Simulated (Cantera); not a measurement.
Input: 1 mol Si, 0.62 mol Cl2, 3.4 mol H2, held at 550 K and 72.0 Pa.

Equilibrium computed with Cantera from the NASA thermochemical tables; the gas is ideal and each condensed phase is pure. Candidate condensed phases: Si; 19 gas species. Equilibrium is a limit: real reactors are often held back by kinetics, nucleation or transport.

Q: What is the equilibrium state?

A: 
| Item | Result |
|---|---|
| x(H2) | 0.914 |
| x(SiCl4) | 0.0768 |
| x(SiHCl3) | 0.00920 |
| x(HCl) | 5.78e-5 |
| x(SiH2Cl2) | 4.65e-5 |
| n(Si(s)) | 0.681 mol |
| gas amount | 3.701 mol |
